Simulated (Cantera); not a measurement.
Feed: 1 mol Si, 2 mol Cl2, 5.8 mol H2, at 800 K and 6.70 bar.

Equilibrium computed with Cantera from the NASA thermochemical tables; the gas is ideal and each condensed phase is pure. Candidate condensed phases: Si; 19 gas species. Rates play no part.

Base state: H2 0.843, SiCl4 0.137, HCl 0.0103, SiHCl3 0.0101, SiH2Cl2 6.08e-5 (mole fractions); condensed: gas only.

Q: What changes in the equilibrium state with this change: Cl2 from 2 to 0.89 mol?

A: 
```json
[
 {"species": "H2", "before": "0.843", "after": "0.914"},
 {"species": "SiHCl3", "before": "0.0101", "after": "0.0450"},
 {"species": "SiCl4", "before": "0.137", "after": "0.0360"},
 {"species": "HCl", "before": "0.0103", "after": "0.000661"},
 {"species": "SiH3Cl", "before": "8.40e-8", "after": "0.000106"},
 {"species": "SiH2Cl2", "before": "6.08e-5", "after": "0.00455"},
 {"species": "SiCl3", "before": "2.96e-6", "after": "1.26e-5"},
 {"species": "Si(s), mol", "before": "0", "after": "0.472"}
]
```
The tables' values for SiCl3 are old estimates; treat these amounts as uncertain.
